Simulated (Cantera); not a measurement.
Feed: 1 mol MgSO₄, 0.054 mol H₂, 0.019 mol CO₂, 0.31 mol C, held at 1.33 mbar.

Cantera equilibrium calculation (NASA polynomials, part measured and part estimated; ideal gas, pure solids and liquids). Candidate condensed phases: C, C₆H₆, C₇H₈, C₈H₁₈, H₂O, H₂SO₄, Mg, MgCO₃, MgO, Mg(OH)₂, MgS, MgSO₄, S; 130 gas species. Kinetics and transport are ignored. All values below are at 1675 K.

Base state: SO₂ 0.646, CO₂ 0.212, O₂ 0.106, H₂O 0.0344, CO 0.000912, OH 0.000792, O 0.000304, SO 0.000240 (mole fractions); condensed: MgO(s).

What changes in the equilibrium state with this change: MgSO₄ replaced by Ca(OH)₂?


```
species        before    after
-----------  --------  -------
H₂O            0.0344    0.442
H₂            4.48e-5    0.319
CO           0.000912    0.168
SO₂             0.646        0
O₂              0.106  3.43e-7
CO₂             0.212   0.0701
SO           0.000240        0
SO₃          0.000129        0
MgO(s), mol      1.00        0
CaO(s), mol         0    1.000
```
Further candidate phases: Ca, CaCO₃, CaO, Ca(OH)₂.
